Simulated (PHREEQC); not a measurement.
**Leach liquor: speciation**

Dissolve 0.15 mol HCl, 8.1e-05 mol MnSO4 and 0.087 mol KOH per kg of water at 52 °C. It is in equilibrium with CO2 at log p = -3.4 (atm). Otherwise closed; pH follows from the charge balance.

The numbers come from PHREEQC with the ion-association model, wateq4f.dat.

```json
{
 "pH": "1.30",
 "ionic_strength": "0.150 mol/kgw",
 "total_alkalinity": "-63.0 meq/kg"
}
```

```tsv
species	molality	activity	log γ
Cl-	0.150	0.108	-0.141
K+	0.0870	0.0629	-0.141
H+	0.0629	0.0504	-0.096
Mn+2	6.70e-5	2.28e-5	-0.469
HSO4-	6.10e-5	4.50e-5	-0.132
SO4-2	1.56e-5	4.81e-6	-0.512
MnCl+	1.34e-5	1.01e-5	-0.126
CO2	7.22e-6	7.47e-6	0.015
KSO4-	4.34e-6	3.28e-6	-0.123
```

No solid was allowed to form. Complexes and solids missing from the database can't appear. Constants without temperature data keep their 25 °C values here.
